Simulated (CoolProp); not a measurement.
Vapour-liquid equilibrium of n-hexane (1) + o-xylene (2) at 399.7 K; x and y are mole fractions of (1).

Computed with CoolProp (multi-fluid Helmholtz-energy mixture model, Thol 2019 and Zhou 2012; pair parameters Bell 2016).

| x | bubble pressure, mixture model (MPa) | bubble pressure, Raoult's law (MPa) | y, mixture model | y, Raoult's law |
|---|---|---|---|---|
| 0.05 | 0.08472 | 0.08174 | 0.299 | 0.283 |
| 0.2 | 0.1504 | 0.1420 | 0.654 | 0.653 |
| 0.35 | 0.2115 | 0.2022 | 0.790 | 0.802 |
| 0.5 | 0.2692 | 0.2624 | 0.865 | 0.883 |
| 0.65 | 0.3254 | 0.3227 | 0.916 | 0.933 |
| 0.8 | 0.3821 | 0.3829 | 0.955 | 0.968 |
| 0.95 | 0.4420 | 0.4431 | 0.989 | 0.993 |

The largest gap from Raoult's law is +5.9 % in bubble pressure, at x = 0.2. No azeotrope shows between x = 0.05 and 0.95.

The pair parameters rest on a limited set of measurements; away from them the model extrapolates.
